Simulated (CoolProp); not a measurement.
Properties of n-decane along the isotherm 346.85 °C (Tc = 344.5 °C, pc = 2.101 MPa, ω = 0.488).

Values from CoolProp's reference Helmholtz-energy equation of state, Lemmon 2006. It is a short technical equation, of lower accuracy than the large ones.

| p (MPa) | phase | speed of sound (m/s) | isothermal compressibility (1/MPa) | Prandtl number |
|---|---|---|---|---|
| 0.657 | gas | 169.9 | 1.749 | 0.808 |
| 1.31 | gas | 140.2 | 1.129 | 0.916 |
| 1.97 | gas | 91.15 | 1.674 | 1.42 |
| 2.63 | supercritical | 142.5 | 0.1901 | 3.02 |
| 3.28 | supercritical | 195.8 | 0.08435 | 3.05 |
| 3.94 | supercritical | 233.5 | 0.05477 | 3.13 |
| 4.6 | supercritical | 263.9 | 0.04080 | 3.20 |
| 5.25 | supercritical | 289.4 | 0.03272 | 3.27 |
| 5.91 | supercritical | 312.3 | 0.02730 | 3.33 |
| 6.57 | supercritical | 333.0 | 0.02345 | 3.39 |
| 7.22 | supercritical | 351.7 | 0.02062 | 3.45 |
| 7.88 | supercritical | 369.2 | 0.01838 | 3.50 |
| 8.54 | supercritical | 385.6 | 0.01659 | 3.55 |
| 9.19 | supercritical | 400.8 | 0.01515 | 3.59 |
| 9.85 | supercritical | 415.4 | 0.01393 | 3.64 |
| 10.5 | supercritical | 429.1 | 0.01292 | 3.68 |

Viscosity comes from a separate model (Huber 2004). Thermal conductivity comes from a separate model (Huber 2005).
